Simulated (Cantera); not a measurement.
A Cantera script and its output.

```python
import numpy as np
import cantera as ct

gas = ct.Solution("gri30.yaml")
gas.TPX = 1050, 1000000, {'CO': 0.0034, 'O2': 0.0056, 'H2O': 0.061, 'N2': 1}
reactor = ct.IdealGasConstPressureReactor(gas, energy="off", clone=False)
net = ct.ReactorNet([reactor])
net.rtol, net.atol = 1e-08, 1e-18
show = ['CO', 'O2', 'H2O', 'H', 'NO', 'O', 'NO2']
times = np.geomspace(0.0003, 100, 14)

steps = ct.SolutionArray(gas, extra=["t"])
rows = []
print(f"{'t/s':>10s}{'T/K':>9s}{'P/Pa':>11s}" + "".join(f"{s:>11s}" for s in show))
for t in times:
    while net.time < t:
        t_next = net.step()
        steps.append(gas.state, t=t_next)
    rows.append([np.interp(t, steps.t, y) for y in (steps.T, steps.P, *steps(*show).X.T)])
    print(f"{t:10.3e}{rows[-1][0]:9.1f}{rows[-1][1]:11.4g}" + "".join(f"{x:11.3e}" for x in rows[-1][2:]))
rate = np.gradient(steps.T, steps.t)
print("integrator steps:", len(steps.t))
if steps.T.max() > steps.T[0] + 200:
    print(f"time of steepest temperature rise: {steps.t[rate.argmax()]:.4e} s")
gas.TPX = 1050, 1000000, {'CO': 0.0034, 'O2': 0.0056, 'H2O': 0.061, 'N2': 1}
gas.equilibrate("TP")
print(f"equilibrium (TP): T = {gas.T:.1f} K  " + "  ".join(f"{s} {gas[s].X[0]:.3e}" for s in show))
```

It prints:

```
       t/s      T/K       P/Pa         CO         O2        H2O          H         NO          O        NO2
 3.000e-04   1050.0      1e+06  3.178e-03  5.234e-03  5.701e-02  2.794e-12  2.270e-20  1.953e-11  1.855e-25
 7.979e-04   1050.0      1e+06  3.178e-03  5.234e-03  5.701e-02  3.901e-12  7.023e-20  2.094e-11  5.022e-24
 2.122e-03   1050.0      1e+06  3.178e-03  5.234e-03  5.701e-02  7.279e-12  2.245e-19  2.521e-11  1.268e-22
 5.645e-03   1050.0      1e+06  3.178e-03  5.234e-03  5.701e-02  2.028e-11  9.370e-19  4.166e-11  4.280e-21
 1.501e-02   1050.0      1e+06  3.177e-03  5.233e-03  5.701e-02  1.164e-10  1.126e-17  1.628e-10  5.170e-19
 3.993e-02   1050.0      1e+06  3.153e-03  5.221e-03  5.701e-02  3.334e-09  3.492e-15  3.932e-09  4.646e-15
 1.062e-01   1050.0      1e+06  2.862e-03  5.081e-03  5.701e-02  5.650e-09  7.801e-14  6.249e-09  4.459e-13
 2.825e-01   1050.0      1e+06  2.229e-03  4.770e-03  5.701e-02  4.363e-09  4.138e-13  4.598e-09  3.104e-12
 7.513e-01   1050.0      1e+06  1.300e-03  4.307e-03  5.704e-02  2.271e-09  1.205e-12  2.260e-09  1.255e-11
 1.998e+00   1050.0      1e+06  5.042e-04  3.906e-03  5.708e-02  6.731e-10  1.671e-12  6.416e-10  2.905e-11
 5.315e+00   1050.0      1e+06  1.217e-04  3.712e-03  5.709e-02  1.293e-10  1.490e-12  1.217e-10  4.221e-11
 1.414e+01   1050.0      1e+06  1.319e-05  3.657e-03  5.710e-02  1.657e-11  2.128e-12  1.592e-11  4.646e-11
 3.760e+01   1050.0      1e+06  6.799e-08  3.651e-03  5.710e-02  2.328e-13  3.385e-11  1.313e-12  1.529e-11
 1.000e+02   1050.0      1e+06  5.148e-12  3.651e-03  5.710e-02  2.693e-14  4.872e-11  1.287e-11  7.816e-13
integrator steps: 1593
equilibrium (TP): T = 1050.0 K  CO 5.152e-12  O2 3.647e-03  H2O 5.710e-02  H 2.694e-14  NO 7.627e-06  O 1.285e-11  NO2 1.223e-07
```

Cantera simulation using GRI-Mech 3.0 (53 species, 325 reactions); the numbers are that mechanism's predictions, not measurements.
